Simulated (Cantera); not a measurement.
**Silicon epitaxy and polysilicon growth: Si2Cl6 + HCl + H2**

Charge: 1 mol Si2Cl6, 0.73 mol HCl, 29 mol H2, equilibrated at 1375 K.

Cantera equilibrium calculation (NASA polynomials, part measured and part estimated; ideal gas, pure solids and liquids). Candidate condensed phases: Si; 19 gas species. The feed counts by its element totals alone. The tables' values for SiCl3 are old estimates; treat these amounts as uncertain. Kinetics and transport are ignored.

```json
[
 {"P (Pa)": "100", "x H2": "0.841", "x HCl": "0.114", "x SiCl2": "0.0442", "x SiCl4": "0.000113", "x SiHCl3": "5.32e-5", "x SiCl3": "0.00104", "n Si(s)": "0.514"},
 {"P (Pa)": "260", "x H2": "0.842", "x HCl": "0.113", "x SiCl2": "0.0434", "x SiCl4": "0.000282", "x SiHCl3": "0.000135", "x SiCl3": "0.00163", "n Si(s)": "0.514"},
 {"P (Pa)": "670", "x H2": "0.844", "x HCl": "0.111", "x SiCl2": "0.0420", "x SiCl4": "0.000680", "x SiHCl3": "0.000330", "x SiCl3": "0.00249", "n Si(s)": "0.514"},
 {"P (Pa)": "1700", "x H2": "0.847", "x HCl": "0.108", "x SiCl2": "0.0396", "x SiCl4": "0.00153", "x SiHCl3": "0.000768", "x SiCl3": "0.00364", "n Si(s)": "0.514"},
 {"P (Pa)": "4500", "x H2": "0.852", "x HCl": "0.102", "x SiCl2": "0.0355", "x SiCl4": "0.00327", "x SiHCl3": "0.00173", "x SiCl3": "0.00503", "n Si(s)": "0.515"},
 {"P (Pa)": "12000", "x H2": "0.860", "x HCl": "0.0942", "x SiCl2": "0.0297", "x SiCl4": "0.00611", "x SiHCl3": "0.00356", "x SiCl3": "0.00629", "n Si(s)": "0.513"},
 {"P (Pa)": "30000", "x H2": "0.869", "x HCl": "0.0841", "x SiCl2": "0.0234", "x SiCl4": "0.00948", "x SiHCl3": "0.00625", "x SiCl3": "0.00695", "n Si(s)": "0.500"},
 {"P (Pa)": "77000", "x H2": "0.880", "x HCl": "0.0722", "x SiCl2": "0.0171", "x SiCl4": "0.0129", "x SiHCl3": "0.0100", "x SiCl3": "0.00693", "n Si(s)": "0.466"},
 {"P (Pa)": "200000", "x H2": "0.890", "x HCl": "0.0599", "x SiCl2": "0.0116", "x SiCl4": "0.0156", "x SiHCl3": "0.0148", "x SiCl3": "0.00628", "n Si(s)": "0.406"}
]
```
x: gas mole fraction; n: condensed amount in mol.

From 100 Pa to 200000 Pa the condensed part is Si(s). The main Si-bearing gas is SiCl2 at 100 Pa and SiCl4 at 200000 Pa. The share of Si in condensed phases is highest at 4500 Pa (25.8 %) and lowest at 200000 Pa (20.3 %).
